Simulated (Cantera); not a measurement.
Cantera run:

```python
import numpy as np
import cantera as ct

gas_names = """
    H HO2 H2 H2O H2O2 O OH O2 O3 Pb PbO Pb2
""".split()
cond_names = """
    H2O(s) H2O(L) Pb(cr) Pb(L) PbO(rd) PbO(yw) PbO(L) PbO2(s) Pb3O4(s)
""".split()


# ... load() reads the species with a 1 bar reference pressure and builds the phases ...
atoms = {
    'Pb': {'Pb': 1},
    'O2': {'O': 2},
    'H2': {'H': 2},
}
top_T = {'Pb3O4(s)': 820}  # K; cautious upper limits of use, not melting points


# ... equilibrate(T, P, feed) seeds the gas with the atoms and calls Mixture.equilibrate('TP', solver="vcs", rtol=1e-11, max_steps=5000) ...
results = []
feed = {'Pb': 1, 'O2': 1.1, 'H2': 13}  # mol
T = 548.15  # K
P = 520000  # Pa
mix = equilibrate(T, P, feed)
results.append((T, P, feed, dict(zip(mix.species_names, mix.species_moles))))
print(gas.report(threshold=1e-05))
for i in range(1, mix.n_phases):
    print(f"{mix.phase(i).name:16s} {mix.phase_moles(i):12.5e} mol")
```

Result:

```
       temperature   548.15 K
          pressure   5.2e+05 Pa
           density   0.53893 kg/m^3
  mean mol. weight   4.7235 kg/kmol
   phase of matter   gas

                          1 kg             1 kmol
                     ---------------   ---------------
          enthalpy       -7.0697e+06       -3.3394e+07  J
   internal energy       -8.0346e+06       -3.7952e+07  J
           entropy             31526        1.4891e+05  J/K
    Gibbs function       -2.4351e+07       -1.1502e+08  J
 heat capacity c_p            6428.1             30363  J/K
 heat capacity c_v            4667.8             22049  J/K

                      mass frac. Y      mole frac. X     chem. pot. / RT
                     ---------------   ---------------   ---------------
                H2           0.35457           0.83077            -14.79
               H2O           0.64543           0.16923           -76.526
     [  +10 minor]        1.1165e-12        2.5453e-14

H2O(L)            0.00000e+00 mol
Pb(cr)            1.00000e+00 mol
PbO(rd)           0.00000e+00 mol
PbO2(s)           0.00000e+00 mol
Pb3O4(s)          0.00000e+00 mol
```

Method: chemical equilibrium by Gibbs-energy minimisation in Cantera with the NASA 1993 tables (ideal gas, pure condensed phases).
